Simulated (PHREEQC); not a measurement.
A solution holds 0.0016 mol HF, 0.00019 mol H2SiF6, 0.0053 mol H3PO4 and 0.00019 mol HNO3 per kg of water, at 50 °C. Closed to the air; pH follows from the charge balance.

Equilibrium calculation in PHREEQC: ion-association model, phreeqc.dat.

### Question
The ionic strength comes out as 0.00375 mol/kgw. What activity coefficients do NO3-, H+, SiF6-2, HF2-, H2PO4- get?

### Answer
NO3- 0.93, H+ 0.94, SiF6-2 0.76, HF2- 0.93, H2PO4- 0.94.

Precipitation was switched off in this run. Away from 25 °C the constants follow the database's enthalpies or fits; those with neither stay at their 25 °C values. SiF6-2 is the database's only silicon fluoride.
